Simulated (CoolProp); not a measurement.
A Linde-Hampson liquefier for ethylene: isothermal reversible compression at 320 K from 1 atm to 15 MPa, throttling to 1 atm, return gas leaving the recuperator 2 K below the feed. Each further row changes one setting.

The numbers come from the reference Helmholtz-energy equation of state, Smukala 2000 in CoolProp.

```tsv
case	liquid yield per pass	compression work (kJ/kg of gas)
as stated	0.392	404
high pressure 30 MPa	(withheld)	(withheld)
warm-end temperature 350 K	0.288	(withheld)
warm-end gap 7 K	(withheld)	404
```

Task: What belongs in the gaps?

Result: 
- high pressure 30 MPa, liquid yield per pass: 0.426
- high pressure 30 MPa, compression work (kJ/kg of gas): 444
- warm-end temperature 350 K, compression work (kJ/kg of gas): 465
- warm-end gap 7 K, liquid yield per pass: 0.385
